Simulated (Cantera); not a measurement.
A Cantera script and its output.

```python
import numpy as np
import cantera as ct

gas = ct.Solution("h2o2.yaml")
gas.TPX = 625, 610000, {'H2': 1, 'O2': 0.208, 'N2': 0.854}
flame = ct.FreeFlame(gas, width=0.011)
flame.set_refine_criteria(ratio=3, slope=0.08, curve=0.16)
flame.transport_model = "mixture-averaged"
flame.solve(loglevel=0, auto=True)
z, T = flame.grid, flame.T
thick = (T[-1] - T[0]) / np.gradient(T, z).max()
show = ['H2', 'O2', 'O', 'H2O', 'OH', 'H']
print(f"laminar burning velocity  {flame.velocity[0] * 100:.3f} cm/s")
print(f"burnt temperature         {T[-1]:.1f} K")
print(f"thermal thickness         {thick * 1e3:.4f} mm")
print(f"grid points               {len(z)}")
z0 = z[flame.heat_release_rate.argmax()]
print(f"{'z/mm':>9s}{'T/K':>9s}{'u/(m/s)':>9s}" + "".join(f"{s:>11s}" for s in show))
rows = []
for k in (-3, -2, -1.5, -1, -0.5, -0.25, 0, 0.25, 0.5, 1, 2, 4, 8):
    zz = z0 + k * thick
    rows.append([k * thick, np.interp(zz, z, T), np.interp(zz, z, flame.velocity),
                 *(np.interp(zz, z, flame.X[gas.species_index(s)]) for s in show)])
    print(f"{rows[-1][0] * 1e3:9.3f}{rows[-1][1]:9.1f}{rows[-1][2]:9.3f}" + "".join(f"{x:11.3e}" for x in rows[-1][3:]))
```

It prints:

```
laminar burning velocity  841.116 cm/s
burnt temperature         2148.2 K
thermal thickness         0.0478 mm
grid points               110
     z/mm      T/K  u/(m/s)         H2         O2          O        H2O         OH          H
   -0.143    625.0    8.411  4.850e-01  1.009e-01  1.225e-13  5.980e-10  4.968e-15  1.131e-14
   -0.096    625.0    8.411  4.850e-01  1.009e-01  1.592e-11  2.329e-08  6.460e-13  1.756e-12
   -0.072    625.1    8.412  4.849e-01  1.009e-01  6.635e-10  4.536e-07  2.717e-11  1.311e-10
   -0.048    626.3    8.421  4.844e-01  1.010e-01  3.003e-08  9.792e-06  2.027e-09  4.026e-08
   -0.024    694.9    9.195  4.733e-01  1.011e-01  1.734e-05  3.123e-03  8.885e-05  2.220e-04
   -0.012    968.4   12.450  4.388e-01  9.222e-02  2.488e-04  2.964e-02  6.757e-04  4.609e-03
    0.000   1337.2   16.801  3.786e-01  6.427e-02  1.158e-03  9.138e-02  1.425e-03  2.045e-02
    0.012   1599.0   19.933  3.238e-01  2.974e-02  1.423e-03  1.586e-01  2.252e-03  3.784e-02
    0.024   1735.6   21.560  2.973e-01  1.067e-02  8.637e-04  1.955e-01  2.446e-03  4.479e-02
    0.048   1850.3   22.869  2.886e-01  1.394e-03  3.304e-04  2.146e-01  2.380e-03  4.175e-02
    0.096   1941.5   23.851  2.937e-01  1.134e-04  1.677e-04  2.188e-01  2.080e-03  3.137e-02
    0.191   2019.1   24.663  3.004e-01  2.728e-05  7.925e-05  2.208e-01  1.573e-03  2.076e-02
    0.383   2074.9   25.235  3.055e-01  1.083e-05  3.169e-05  2.224e-01  1.055e-03  1.273e-02
```

Computed with Cantera and the H2/O2 subset of GRI-Mech 3.0, which has no nitrogen chemistry. The hydrogen kinetics of GRI-Mech 3.0 are dated; newer H2 mechanisms differ, most at raised pressure. Burning velocities carry a grid error of a few per cent, more on coarse grids.
